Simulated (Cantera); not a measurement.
# Thermodynamics of carbon deposition, reforming and gasification, feed C6H6 + H2O + CH4

Input: 1 mol C6H6, 0.3 mol H2O, 0.15 mol CH4, at 58.0 bar.

These are equilibrium values from Cantera (NASA tables, ideal gas, pure condensed phases), not measurements of a reactor. Candidate condensed phases: C, C6H6, C7H8, C8H18, H2O; 110 gas species. The ideal-gas law is rough above about 30 bar. Equilibrium is a limit: real reactors are often held back by kinetics, nucleation or transport.

```csv
T (K),x H2,x CH4,x CO,x H2O,x C2H2 (acetylene),n C(graphite)
1248,0.638,0.264,0.0610,0.0348,1.55e-7,5.17
1348,0.729,0.180,0.0725,0.0179,8.76e-7,5.33
1448,0.792,0.121,0.0773,0.00899,3.76e-6,5.46
1548,0.834,0.0827,0.0787,0.00467,1.31e-5,5.57
1648,0.861,0.0576,0.0789,0.00256,3.85e-5,5.65
1748,0.878,0.0412,0.0787,0.00149,9.92e-5,5.70
1848,0.890,0.0303,0.0784,0.000915,0.000229,5.74
1948,0.897,0.0229,0.0781,0.000590,0.000484,5.76
2048,0.902,0.0177,0.0779,0.000397,0.000946,5.77
2148,0.905,0.0140,0.0777,0.000277,0.00173,5.78
2248,0.906,0.0113,0.0776,0.000200,0.00300,5.78
2348,0.906,0.00930,0.0775,0.000148,0.00495,5.77
2448,0.904,0.00774,0.0774,0.000112,0.00781,5.75
2548,0.899,0.00652,0.0772,8.72e-5,0.0119,5.73
```
x: gas mole fraction; n: condensed amount in mol.

From 1248 K to 2548 K the condensed part is C(graphite). The main C-bearing gas is CH4 at 1248 K and CO at 2548 K.
